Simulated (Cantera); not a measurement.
A perfectly stirred reactor is fed with 2.17 % CH4, 0.759 % C2H6, 2.08 % C3H8, 15.8 % O2, 59.4 % N2, 19.7 % H2O, at 101000 Pa; it is adiabatic with a 750 K inlet, and is followed from long to short residence time, starting on the burning branch (τ in s: 0.06, 0.02, 0.0065, 0.0021, 0.00071, 0.00023, 7.8e-05, 2.6e-05, 8.5e-06).

Model: GRI-Mech 3.0 (53 species, 325 reactions), integrated in Cantera. GRI-Mech 3.0 was tuned for natural gas; its chemistry of propane as a main component is partial and can be far from experiment.

x: mole fraction; the columns are a selection and need not sum to one.

```csv
τ (s),T (K),x CH4,x C2H6,x C3H8,x NO,x H2O2,x C2H
0.060,2185,3.51e-6,5.63e-8,1.52e-7,0.000359,6.20e-8,1.11e-8
0.020,2163,[?],[?],[?],[?],[?],[?]
0.0065,2126,1.14e-5,4.34e-7,1.05e-6,0.000209,1.39e-7,5.03e-8
0.0021,2075,2.31e-5,1.18e-6,2.69e-6,0.000148,2.06e-7,9.76e-8
0.00071,2012,[?],[?],[?],[?],[?],[?]
0.00023,1936,0.000147,9.39e-6,1.97e-5,6.08e-5,4.26e-7,3.56e-7
7.8e-5,1817,0.000689,4.24e-5,8.60e-5,2.43e-5,6.57e-7,7.91e-7
2.6e-5,750,0.0217,0.00759,0.0208,<1e-12,<1e-12,<1e-12
8.5e-6,750,0.0217,0.00759,0.0208,<1e-12,<1e-12,<1e-12
```

**Question.** Fill in the missing entries.

**Answer.** 
- 0.020, x CH4: 6.25e-6
- 0.020, x C2H6: 1.57e-7
- 0.020, x C3H8: 4.03e-7
- 0.020, x NO: 0.000280
- 0.020, x H2O2: 9.22e-8
- 0.020, x C2H: 2.44e-8
- 0.00071, x CH4: 5.20e-5
- 0.00071, x C2H6: 3.12e-6
- 0.00071, x C3H8: 6.76e-6
- 0.00071, x NO: 0.000100
- 0.00071, x H2O2: 2.96e-7
- 0.00071, x C2H: 1.80e-7
